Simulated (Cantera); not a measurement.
An adiabatic, constant-volume homogeneous reactor starts with CH4 : CO : O2 : N2 : H2O = 1 : 0.31 : 1.35 : 5.06 : 1.5 (molar parts), equivalence ratio 1.6, at 1475 K and 15.8 atm. Integrator tolerance rtol = 1e-08.

Computed with Cantera and GRI-Mech 3.0 (53 species, 325 reactions). The pressure lies above the range GRI-Mech 3.0 was tuned for (to about 10 atm).

### Question
What does this change do: 0.039 parts H2 added?

### Answer
```json
[
 {"quantity": "time of steepest temperature rise", "before": "0.265 ms", "after": "0.201 ms"},
 {"quantity": "temperature at 10.0 s", "before": "2826 K", "after": "2823 K"},
 {"quantity": "equilibrium temperature", "before": "2826 K", "after": "2823 K"},
 {"quantity": "x(CH4) at 10.0 s", "before": "1.55e-10 (gas-phase equilibrium 1.75e-10)", "after": "1.73e-10 (gas-phase equilibrium 1.95e-10)"},
 {"quantity": "x(CO) at 10.0 s", "before": "0.0876 (gas-phase equilibrium 0.0876)", "after": "0.0882 (gas-phase equilibrium 0.0882)"},
 {"quantity": "x(O2) at 10.0 s", "before": "0.000225 (gas-phase equilibrium 0.000225)", "after": "0.000206 (gas-phase equilibrium 0.000206)"},
 {"quantity": "x(NO2) at 10.0 s", "before": "1.25e-7 (gas-phase equilibrium 1.25e-7)", "after": "1.14e-7 (gas-phase equilibrium 1.14e-7)"},
 {"quantity": "x(HCO) at 10.0 s", "before": "1.16e-6 (gas-phase equilibrium 1.16e-6)", "after": "1.18e-6 (gas-phase equilibrium 1.18e-6)"},
 {"quantity": "x(CH2O) at 10.0 s", "before": "8.88e-8 (gas-phase equilibrium 8.88e-8)", "after": "9.22e-8 (gas-phase equilibrium 9.22e-8)"},
 {"quantity": "x(C2H) at 10.0 s", "before": "<1e-12 (gas-phase equilibrium <1e-12)", "after": "<1e-12 (gas-phase equilibrium <1e-12)"}
]
```

### Question
What does this change do: initial temperature 1475 to 1625 K?

### Answer
| quantity | before | after |
|---|---|---|
| time of steepest temperature rise | 0.265 ms | 63.4 µs |
| temperature at 10.0 s | 2826 K | 2923 K |
| equilibrium temperature | 2826 K | 2923 K |
| x(CH4) at 10.0 s | 1.55e-10 (gas-phase equilibrium 1.75e-10) | 1.05e-10 (gas-phase equilibrium 1.19e-10) |
| x(CO) at 10.0 s | 0.0876 (gas-phase equilibrium 0.0876) | 0.0886 (gas-phase equilibrium 0.0886) |
| x(O2) at 10.0 s | 0.000225 (gas-phase equilibrium 0.000225) | 0.000474 (gas-phase equilibrium 0.000474) |
| x(NO2) at 10.0 s | 1.25e-7 (gas-phase equilibrium 1.25e-7) | 2.68e-7 (gas-phase equilibrium 2.68e-7) |
| x(HCO) at 10.0 s | 1.16e-6 (gas-phase equilibrium 1.16e-6) | 1.41e-6 (gas-phase equilibrium 1.41e-6) |
| x(CH2O) at 10.0 s | 8.88e-8 (gas-phase equilibrium 8.88e-8) | 8.50e-8 (gas-phase equilibrium 8.50e-8) |
| x(C2H) at 10.0 s | <1e-12 (gas-phase equilibrium <1e-12) | <1e-12 (gas-phase equilibrium <1e-12) |
